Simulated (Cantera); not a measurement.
A closed system holds: 1 mol Si, 0.2 mol CO2, 62 mol N2, 0.017 mol H2O, held at 823 K and 0.133 bar.

These are equilibrium values from Cantera (NASA tables, ideal gas, pure condensed phases), not measurements of a reactor. Candidate condensed phases: C, C6H6, C7H8, C8H18, H2O, Si, SiC, SiO2, Si2N2O, Si3N4; 151 gas species. N2 is the only nitrogen source here; it is nearly inert below about 1500 K, so the nitride shown seldom forms there in practice. The numbers say what is thermodynamically allowed, not how fast it happens.

**Question.** What is the equilibrium state?

**Answer.** 
- x(N2): 1.000
- x(H2): 0.000276
- n(C(graphite)): 0.200 mol
- n(Si2N2O(s)): 0.417 mol
- n(Si3N4(s)): 0.0553 mol
- gas amount: 61.49 mol
- log10 activity of Si(s) (absent): -9.41
